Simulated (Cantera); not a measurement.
Thermodynamics of thermal oxidation and active oxidation of silicon, feed Si + CO₂ + N₂

Input: 1 mol Si, a varied amount of CO₂, 980 mol N₂, equilibrated at 1125 K and 2.30 bar.

Cantera equilibrium calculation (NASA polynomials, part measured and part estimated; ideal gas, pure solids and liquids). Candidate condensed phases: C, Si, SiC, SiO₂, Si₂N₂O, Si₃N₄; 34 gas species. N₂ is the only nitrogen source here; it is nearly inert below about 1500 K, so the nitride shown seldom forms there in practice. Mutual solubility and eutectic melting of coexisting phases are not modelled. The numbers say what is thermodynamically allowed, not how fast it happens.

```csv
n(CO₂) (mol),x N₂,x CO,x CO₂,n C(graphite),n Si₂N₂O(s),n Si₃N₄(s),n SiO₂(β-quartz)
0.071,1.00,7.84e-9,<1e-12,0.0710,0.142,0.239,0
0.18,1.00,7.84e-9,<1e-12,0.180,0.360,0.0933,0
0.29,1.000,8.17e-5,8.97e-10,0.210,0.500,0,0
0.39,1.000,0.000286,1.10e-8,0.110,0.500,0,0
0.5,0.999,0.000510,3.50e-8,0,0.500,0,0
0.61,0.999,0.000622,1.95e-7,0,0.463,0,0.0732
0.72,0.999,0.000734,2.30e-7,0,0.427,0,0.147
```
x: gas mole fraction; n: condensed amount in mol.

From 0.071 mol CO₂ to 0.18 mol CO₂ the condensed part is C(graphite) + Si₂N₂O(s) + Si₃N₄(s). From 0.29 mol CO₂ to 0.39 mol CO₂ the condensed part is C(graphite) + Si₂N₂O(s). At 0.5 mol CO₂ the condensed part is Si₂N₂O(s). From 0.61 mol CO₂ to 0.72 mol CO₂ the condensed part is SiO₂(β-quartz) + Si₂N₂O(s).
